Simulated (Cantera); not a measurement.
## Silicon epitaxy and polysilicon growth: Si₃H₈ + H₂ + HCl

Input: 1 mol Si₃H₈, 9.7 mol H₂, 1.7 mol HCl, at 13.3 mbar.

Equilibrium computed with Cantera from the NASA thermochemical tables; the gas is ideal and each condensed phase is pure. Candidate condensed phases: Si; 19 gas species. The feed counts by its element totals alone. The tables' values for SiCl₃ are old estimates; treat these amounts as uncertain. Kinetics and transport are ignored.

| T (K) | x H₂ | x HCl | x SiCl₂ | x SiCl₄ | x SiHCl₃ | x SiCl₃ | x SiH₂Cl₂ | x H | n Si(s) |
|---|---|---|---|---|---|---|---|---|---|
| 1000 | 0.953 | 0.0225 | 0.000902 | 0.0175 | 0.00524 | 0.000809 | 0.000169 | 1.92e-8 | 2.63 |
| 1050 | 0.945 | 0.0321 | 0.00203 | 0.0147 | 0.00450 | 0.00128 | 0.000157 | 6.83e-8 | 2.66 |
| 1100 | 0.936 | 0.0430 | 0.00402 | 0.0112 | 0.00359 | 0.00180 | 0.000138 | 2.17e-7 | 2.69 |
| 1150 | 0.927 | 0.0538 | 0.00688 | 0.00739 | 0.00259 | 0.00216 | 0.000113 | 6.22e-7 | 2.71 |
| 1200 | 0.919 | 0.0628 | 0.0101 | 0.00412 | 0.00164 | 0.00218 | 8.54e-5 | 1.64e-6 | 2.72 |
| 1250 | 0.914 | 0.0686 | 0.0130 | 0.00194 | 0.000918 | 0.00187 | 5.92e-5 | 4.00e-6 | 2.73 |
| 1300 | 0.911 | 0.0715 | 0.0150 | 0.000820 | 0.000476 | 0.00144 | 3.89e-5 | 9.14e-6 | 2.73 |
| 1350 | 0.909 | 0.0726 | 0.0163 | 0.000337 | 0.000241 | 0.00105 | 2.52e-5 | 1.97e-5 | 2.72 |
| 1400 | 0.909 | 0.0728 | 0.0172 | 0.000141 | 0.000124 | 0.000755 | 1.65e-5 | 4.02e-5 | 2.72 |
| 1450 | 0.909 | 0.0726 | 0.0179 | 6.10e-5 | 6.58e-5 | 0.000546 | 1.10e-5 | 7.81e-5 | 2.71 |
| 1500 | 0.909 | 0.0722 | 0.0184 | 2.77e-5 | 3.61e-5 | 0.000401 | 7.49e-6 | 0.000145 | 2.71 |
x: gas mole fraction; n: condensed amount in mol.

From 1000 K to 1500 K the condensed part is Si(s). The main Si-bearing gas is SiCl₄ at 1000 K and SiCl₂ at 1500 K.
